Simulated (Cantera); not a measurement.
Feed: 1 mol CaF2, 6.4 mol O2, 0.25 mol N2, at 6.60 Pa.

Method: chemical equilibrium by Gibbs-energy minimisation in Cantera with the NASA 1993 tables (ideal gas, pure condensed phases). Candidate condensed phases: Ca, CaF2, CaO; 22 gas species. Equilibrium is a limit: real reactors are often held back by kinetics, nucleation or transport.

x: gas mole fraction; n: condensed amount in mol.

```
T (K)   x O2    x CaF2    x N2       x O      x NO       x F     x CaF  n CaF2(s)  n CaO(s)
-----  -----  --------  ------  --------  --------  --------  --------  ---------  --------
1173   0.962   3.39e-6  0.0376   1.69e-6   7.40e-5   1.84e-9    <1e-12      1.000         0
1223   0.962         …  0.0375         …         …         …         …      1.000         0
1273   0.962   9.70e-5  0.0375   1.30e-5  0.000155   3.70e-8  2.52e-11      0.999         0
1323   0.962  0.000424  0.0375   3.21e-5  0.000214   1.39e-7  2.44e-10      0.997         0
1373   0.961   0.00165  0.0374   7.44e-5  0.000289   4.76e-7   1.99e-9      0.989         0
1423   0.956   0.00582  0.0372  0.000162  0.000381   1.49e-6   1.39e-8      0.961         0
1473   0.944    0.0184  0.0367  0.000334  0.000489   4.25e-6   8.48e-8      0.875         0
1523   0.910    0.0535  0.0353  0.000648  0.000602   1.12e-5   4.58e-7      0.624         0
1573   0.835     0.131  0.0323   0.00117  0.000695   2.62e-5   2.13e-6          0         0
1623   0.834     0.131  0.0322   0.00214  0.000860   3.89e-5   5.82e-6          0  0.000127
1673   0.833     0.130  0.0321   0.00375   0.00105   5.65e-5   1.49e-5          0  0.000159
1723   0.830     0.130  0.0319         …         …         …         …          0  0.000169
1773   0.826     0.130  0.0318    0.0105   0.00151  0.000112   8.35e-5          0  0.000108
1823   0.820     0.129  0.0315    0.0168   0.00177  0.000169  0.000167          0         0
```

### Question
Fill in the missing entries.

### Answer

- 1223, x CaF2: 1.95e-5
- 1223, x O: 4.88e-6
- 1223, x NO: 0.000109
- 1223, x F: 8.79e-9
- 1223, x CaF: 2.15e-12
- 1723, x O: 0.00638
- 1723, x NO: 0.00127
- 1723, x F: 8.04e-5
- 1723, x CaF: 3.62e-5
